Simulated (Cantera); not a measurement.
Input: 1 mol Fe, 0.011 mol CO2, 17 mol H2, 0.17 mol O2, at 975 K and 0.100 bar.

These are equilibrium values from Cantera (NASA tables, ideal gas, pure condensed phases), not measurements of a reactor. Candidate condensed phases: C, C6H6, C7H8, C8H18, Fe, Fe(CO)5, FeO, Fe(OH)2, Fe(OH)3, Fe2O3, Fe3O4, H2O; 114 gas species. The numbers say what is thermodynamically allowed, not how fast it happens.

Base state: H2 0.979, H2O 0.0206, CO 0.000605, CH4 2.08e-5, CO2 2.04e-5 (mole fractions); condensed: Fe(α).

### Question
What changes in the equilibrium state with this change: Fe replaced by Cu?

### Answer
| species | before | after |
|---|---|---|
| H2 | 0.979 | 0.979 |
| H2O | 0.0206 | 0.0206 |
| CO | 0.000605 | 0.000605 |
| CH4 | 2.08e-5 | 2.08e-5 |
| CO2 | 2.04e-5 | 2.04e-5 |
| Fe(α), mol | 1.00 | 0 |
| Cu(s), mol | 0 | 1.00 |
Further candidate phases: Cu, CuO, Cu(OH)2, Cu2O.

### Question
What changes in the equilibrium state with this change: Fe replaced by Si?

### Answer
```json
[
 {"species": "H2", "before": "0.979", "after": "1.000"},
 {"species": "CH4", "before": "2.08e-5", "after": "3.91e-6"},
 {"species": "H2O", "before": "0.0206", "after": "<1e-9"},
 {"species": "CO", "before": "0.000605", "after": "<1e-9"},
 {"species": "CO2", "before": "2.04e-5", "after": "<1e-9"},
 {"species": "Fe(α), mol", "before": "1.00", "after": "0"},
 {"species": "Si(s), mol", "before": "0", "after": "0.808"},
 {"species": "SiC(s), mol", "before": "0", "after": "0.0109"},
 {"species": "SiO2(β-quartz), mol", "before": "0", "after": "0.181"}
]
```
Further candidate phases: Si, SiC, SiO2.
